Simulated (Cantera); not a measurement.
A Cantera script and what it prints.

```python
import numpy as np
import cantera as ct

gas_names = """
    C CH CH2 CH3 CH2OH CH3O CH4 CH3OH CN CO CO2 COOH C2 C2H CHCO,ketyl C2H2,acetylene C2H2,vinylidene
    CH2CO,ketene C2H3,vinyl CH3CN CH3CO,acetyl C2H4 C2H4O,ethylen CH3CHO,ethanal CH3COOH (HCOOH)2 C2H5
    C2H6 CH3OCH3 C2H5OH CCN CNC C2N2 C2O C3 C3H3,propargyl C3H4,allene C3H4,propyne C3H4,cyclo-
    C3H5,allyl C3H6,propylene C3H6,cyclo- C3H6O C3H7,n-propyl C3H7,i-propyl C3H8 C3H8O,1propanol
    C3H8O,2propanol C3O2 C4 C4H2 C4H4,1,3-cyclo- C4H6,butadiene C4H6,2-butyne C4H6,cyclo- C4H8,1-butene
    C4H8,cis2-buten C4H8,tr2-butene C4H8,isobutene C4H8,cyclo- (CH3COOH)2 C4H9,n-butyl C4H9,i-butyl
    C4H9,s-butyl C4H9,t-butyl C4H10,isobutane C4H10,n-butane C4N2 C5 C5H6,1,3cyclo- C5H8,cyclo-
    C5H10,1-pentene C5H10,cyclo- C5H11,pentyl C5H11,t-pentyl C5H12,n-pentane C5H12,i-pentane
    CH3C(CH3)2CH3 C6H2 C6H5,phenyl C6H5O,phenoxy C6H6 C6H5OH,phenol C6H10,cyclo- C6H12,1-hexene
    C6H12,cyclo- C6H13,n-hexyl C7H7,benzyl C7H8 C7H8O,cresol C7H14,1-heptene C7H15,n-heptyl
    C7H16,n-heptane C8H8,styrene C8H10,ethylbenz C8H16,1-octene C8H17,n-octyl C8H18,isooctane
    C8H18,n-octane C9H19,n-nonyl C10H8,naphthale C10H21,n-decyl C12H9,o-bipheny C12H10,bipheny H HCN HCO
    HCCN HNC HNCO HNO HNO2 HNO3 HO2 H2 HCHO,formaldehy HCOOH H2O H2O2 N NCO NH NH2 NH3 NH2OH NO NO2 NO3
    N2 N2H2 N2H4 N2O O OH O2 O3
""".split()
cond_names = """
    C(gr) C6H6(L) C7H8(L) C8H18(L),n-octa H2O(s) H2O(L)
""".split()


def load(file, names, dense=False):
    # The tables refer to 1 bar. Condensed volumes are neglected.
    table = {s.name: s for s in ct.Species.list_from_file(file)}
    out = []
    for n in names:
        d = dict(table[n].input_data)
        d["thermo"] = dict(d["thermo"], **{"reference-pressure": 1e5})
        if dense:
            d["equation-of-state"] = {"model": "constant-volume", "density": "1e6 g/cm^3"}
        out.append(ct.Species.from_dict(d))
    return out


gas = ct.Solution(thermo="ideal-gas", species=load("nasa_gas.yaml", gas_names))
cond = {s.name: ct.Solution(thermo="fixed-stoichiometry", species=[s], name=s.name)
        for s in load("nasa_condensed.yaml", cond_names, dense=True)}
atoms = {
    'n-butane': {'C': 4, 'H': 10},
    'H2O': {'H': 2, 'O': 1},
    'N2': {'N': 2},
}
top_T = {'C(gr)': 4500}  # K; cautious upper limits of use, not melting points


def equilibrate(T, P, feed):
    n = {}
    for name, mol in feed.items():
        for a, k in atoms[name].items():
            n[a] = n.get(a, 0.0) + k * mol
    gas.TPX = T, P, n
    mass = sum(n.values()) * gas.mean_molecular_weight
    gas.equilibrate("TP")
    valid = [c for c in cond.values() if c.min_temp <= T <= top_T.get(c.name, c.max_temp)]
    mix = ct.Mixture([(gas, mass / gas.mean_molecular_weight)] + [(c, 0.0) for c in valid])
    mix.T, mix.P = T, P
    mix.equilibrate("TP", solver="vcs", rtol=1e-11, max_steps=5000)
    return mix


results = []
feed = {'n-butane': 1, 'H2O': 3.9, 'N2': 5.2}  # mol
P = 1000  # Pa
for T in [725, 825, 925, 1025, 1125, 1225, 1325, 1425, 1525, 1625, 1725]:
    mix = equilibrate(T, P, feed)
    results.append((T, P, feed, dict(zip(mix.species_names, mix.species_moles))))

top = {s: max(r[3][s] / sum(r[3][g] for g in gas_names) for r in results) for s in gas_names}
cols = sorted((s for s in top if top[s] > 0.001), key=lambda s: -top[s])[:8]
seen = [c for c in cond_names if any(r[3].get(c, 0) > 1e-12 for r in results)]
print("log10 of partial pressures in bar; condensed amounts in mol")
print(f"{'T/K':>10s}" + "".join(f"{s[:9]:>10s}" for s in cols + seen))
for T, P, feed, n in results:
    ng = sum(n[g] for g in gas_names)
    print(f"{T:10.4g}" + "".join(f"{np.log10(max(n[s] / ng * P / 1e5, 1e-99)):10.3f}" for s in cols)
          + "".join(f"{n.get(c, 0):10.4g}" for c in seen))
```

Output:

```
log10 of partial pressures in bar; condensed amounts in mol
       T/K        H2        N2        CO       CO2       H2O       CH4       HCN         H     C(gr)
       725    -2.322    -2.486    -3.189    -3.218    -3.227    -3.933   -10.336   -14.191     1.821
       825    -2.307    -2.527    -2.741    -3.827    -3.947    -4.658    -9.181   -12.254    0.5198
       925    -2.307    -2.538    -2.671    -4.865    -4.806    -5.258    -8.272   -10.738    0.1426
      1025    -2.306    -2.539    -2.665    -5.794    -5.548    -5.746    -7.538    -9.514    0.1047
      1125    -2.306    -2.539    -2.664    -6.562    -6.162    -6.152    -6.936    -8.505    0.1003
      1225    -2.306    -2.539    -2.664    -7.202    -6.677    -6.494    -6.433    -7.659   0.09924
      1325    -2.306    -2.539    -2.664    -7.742    -7.113    -6.785    -6.006    -6.939   0.09807
      1425    -2.306    -2.539    -2.664    -8.203    -7.488    -7.036    -5.641    -6.319   0.09567
      1525    -2.306    -2.540    -2.664    -8.601    -7.813    -7.254    -5.323    -5.779   0.09101
      1625    -2.307    -2.540    -2.664    -8.947    -8.097    -7.446    -5.046    -5.305   0.08273
      1725    -2.307    -2.541    -2.664    -9.252    -8.348    -7.616    -4.802    -4.885   0.06899
```

These are equilibrium values from Cantera (NASA tables, ideal gas, pure condensed phases), not measurements of a reactor.
